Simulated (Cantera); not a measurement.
Feed: 1 mol FeS2, 2.9 mol H2, at 1252 °C.

Cantera equilibrium calculation (NASA polynomials, part measured and part estimated; ideal gas, pure solids and liquids). Candidate condensed phases: Fe, FeS, FeS2, S; 8 gas species. Metal and sulfide melt together well below either melting point, which pure phases cannot show. Mutual solubility and eutectic melting of coexisting phases are not modelled. FeS: taken at fixed stoichiometry. Equilibrium is a limit: real reactors are often held back by kinetics, nucleation or transport.

x: gas mole fraction; n: condensed amount in mol.

| P (Pa) | x H2 | x H2S | x S2 | x SH | x S | x Fe | x H | n Fe(γ) | n FeS(l) |
|---|---|---|---|---|---|---|---|---|---|
| 10 | 0.743 | 0.0115 | 0.231 | 0.00740 | 0.00260 | 0.00253 | 0.00204 | 0.841 | 0.150 |
| 36 | 0.837 | 0.0189 | 0.135 | 0.00601 | 0.00105 | 0.000484 | 0.00114 | 0 | 0.998 |
| 130 | 0.829 | 0.0346 | 0.129 | 0.00584 | 0.000539 | 7.22e-5 | 0.000597 | 0 | 1.000 |
| 460 | 0.815 | ___ | ___ | 0.00554 | ___ | ___ | ___ | 0 | 1.000 |
| 1700 | 0.790 | 0.105 | 0.0997 | 0.00501 | 0.000131 | 1.74e-6 | 0.000161 | 0 | 1.000 |
| 6000 | 0.757 | 0.164 | 0.0750 | 0.00426 | 6.05e-5 | 3.02e-7 | 8.40e-5 | 0 | 1.000 |
| 22000 | 0.718 | 0.233 | 0.0461 | 0.00325 | 2.48e-5 | 5.49e-8 | 4.27e-5 | 0 | 1.00 |
| 77000 | 0.686 | ___ | ___ | ___ | ___ | ___ | ___ | 0 | 1.00 |
| 280000 | 0.666 | 0.324 | 0.00813 | 0.00131 | 2.92e-6 | 2.88e-9 | 1.15e-5 | 0 | 1.00 |
| 1000000 | 0.659 | 0.338 | 0.00253 | 0.000729 | 8.61e-7 | 7.64e-10 | 6.07e-6 | 0 | 1.00 |

**Question.** What belongs in the gaps?

**Answer.** 
- 460, x H2S: 0.0612
- 460, x S2: 0.118
- 460, x S: 0.000274
- 460, x Fe: 1.13e-5
- 460, x H: 0.000315
- 77000, x H2S: 0.290
- 77000, x S2: 0.0223
- 77000, x SH: 0.00221
- 77000, x S: 9.22e-6
- 77000, x Fe: 1.20e-8
- 77000, x H: 2.23e-5
